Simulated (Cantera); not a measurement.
Input: 1 mol CaCl2, 1 mol H2, at 63000 Pa.

Equilibrium computed with Cantera from the NASA thermochemical tables; the gas is ideal and each condensed phase is pure. Candidate condensed phases: Ca, CaCl2; 9 gas species. Rates play no part.

Problem. Which condensed phases are stable at each of these points (T (K)): 625, 675, 725, 775, 825, 875, 925, 975, 1025, 1075, 1125?

Solution. 
```
T (K)  condensed phases  Ca condensed (%)
-----  ----------------  ----------------
625            CaCl2(s)             100.0
675            CaCl2(s)             100.0
725            CaCl2(s)             100.0
775            CaCl2(s)             100.0
825            CaCl2(s)             100.0
875            CaCl2(s)             100.0
925            CaCl2(s)             100.0
975            CaCl2(s)             100.0
1025           CaCl2(s)             100.0
1075           CaCl2(l)             100.0
1125           CaCl2(l)             100.0
```

From 625 K to 1025 K the condensed part is CaCl2(s). From 1075 K to 1125 K the condensed part is CaCl2(l).
